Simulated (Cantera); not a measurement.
A perfectly stirred reactor is fed with 3.51 % CH4, 94.8 % H2, 1.71 % N2, at 12000 Pa; it is held at 2825 K, and followed from long to short residence time.

Detailed kinetics in Cantera: GRI-Mech 3.0 (53 species, 325 reactions). GRI-Mech 3.0 stops at C3 and has no aromatics, soot or wall deposition, so with more carbon than oxygen in the feed, carbon stays in small species such as C2H2 where larger ones or solid carbon would form.

Question: Predict: x(CH4) at τ = 10.0 s; x(H2) at τ = 10.0 s; x(HCN) at τ = 10.0 s; x(C2H4) at τ = 10.0 s; x(CH4) at τ = 0.290 s; x(H2) at τ = 0.290 s; x(HCN) at τ = 0.290 s; x(C2H4) at τ = 0.290 s.

Answer: 
- x(CH4) at τ = 10.0 s = 3.98e-6
- x(H2) at τ = 10.0 s = 0.746
- x(HCN) at τ = 10.0 s = 0.00750
- x(C2H4) at τ = 10.0 s = 2.52e-7
- x(CH4) at τ = 0.290 s = 5.99e-6
- x(H2) at τ = 0.290 s = 0.750
- x(HCN) at τ = 0.290 s = 0.00269
- x(C2H4) at τ = 0.290 s = 3.20e-7
